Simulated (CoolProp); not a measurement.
Model: reference Helmholtz-energy equation of state, Colonna 2008, in CoolProp. It is a short technical equation, of lower accuracy than the large ones.

Q: For dodecamethylcyclohexasiloxane (D6), give the phase and the cp (kJ/(kg K)), speed of sound (m/s), fugacity coefficient at 551.6 K and 5.48 MPa; 565.3 K and 5.48 MPa.

A: 
- 551.6 K and 5.48 MPa: liquid; cp 2.05, speed of sound 360, fugacity coefficient 0.0667
- 565.3 K and 5.48 MPa: liquid; cp 2.07, speed of sound 344, fugacity coefficient 0.0829
